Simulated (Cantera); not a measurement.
# SiCl4 + H2O + O3 (silicon oxide and oxynitride deposition)

A closed system holds: 1 mol SiCl4, 0.93 mol H2O, 4.9 mol O3, held at 350 Pa.

These are equilibrium values from Cantera (NASA tables, ideal gas, pure condensed phases), not measurements of a reactor. Candidate condensed phases: H2O, Si, SiO2; 30 gas species. The tables hold silica as quartz up to 1696 K and as liquid above; real silica turns to tridymite and cristobalite and melts near 1996 K. Kinetics and transport are ignored.

```tsv
T (K)	log p O2	log p HCl	log p Cl2	log p Cl	log p H2O	log p ClO	log p OH	n SiO2(α-quartz)	n SiO2(β-quartz)
725	-2.61	-3.33	-3.30	-7.51	-3.97	-9.59	-12.12	1.00	0
775	-2.61	-3.28	-3.33	-6.96	-4.12	-9.13	-11.44	1.00	0
825	-2.61	-3.25	-3.36	-6.46	-4.27	-8.73	-10.85	1.00	0
875	-2.61	-3.23	-3.37	-6.02	-4.42	-8.37	-10.34	0	1.00
925	-2.61	-3.21	-3.39	-5.63	-4.56	-8.05	-9.89	0	1.00
975	-2.61	-3.20	-3.40	-5.27	-4.70	-7.76	-9.49	0	1.00
1025	-2.61	-3.19	-3.41	-4.95	-4.84	-7.50	-9.13	0	1.00
1075	-2.61	-3.19	-3.42	-4.67	-4.96	-7.26	-8.81	0	1.00
1125	-2.61	-3.19	-3.43	-4.40	-5.07	-7.05	-8.51	0	1.00
1175	-2.62	-3.19	-3.45	-4.17	-5.16	-6.86	-8.24	0	1.00
1225	-2.62	-3.19	-3.48	-3.96	-5.24	-6.69	-7.99	0	1.00
1275	-2.62	-3.19	-3.53	-3.77	-5.30	-6.55	-7.75	0	1.00
1325	-2.63	-3.20	-3.60	-3.61	-5.34	-6.42	-7.51	0	1.00
```
log p: log10 of the partial pressure in bar; n: condensed amount in mol.

From 725 K to 825 K the condensed part is SiO2(α-quartz). From 875 K to 1325 K the condensed part is SiO2(β-quartz).
